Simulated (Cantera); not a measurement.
Feed: 1 mol Cr2O3, 65 mol H2, 50 mol N2, at 3.90 mbar.

Method: chemical equilibrium by Gibbs-energy minimisation in Cantera with the NASA 1993 tables (ideal gas, pure condensed phases). Candidate condensed phases: Cr, CrN, Cr2N, Cr2O3, H2O; 29 gas species. Equilibrium is a limit: real reactors are often held back by kinetics, nucleation or transport. All values below are at 1725 K.

Base state: H2 0.557, N2 0.433, H2O 0.00468, Cr 0.00312, H 0.00222, CrO 1.23e-5 (mole fractions); condensed: Cr2O3(s).

What changes in the equilibrium state with this change: H2 from 65 to 1.1 mol?


| species | before | after |
|---|---|---|
| N2 | 0.433 | 0.978 |
| H2 | 0.557 | 0.0206 |
| H2O | 0.00468 | 0.000649 |
| Cr | 0.00312 | 0.000431 |
| H | 0.00222 | 0.000427 |
| CrO | 1.23e-5 | 6.35e-6 |
| Cr2O3(s), mol | 0.819 | 0.989 |
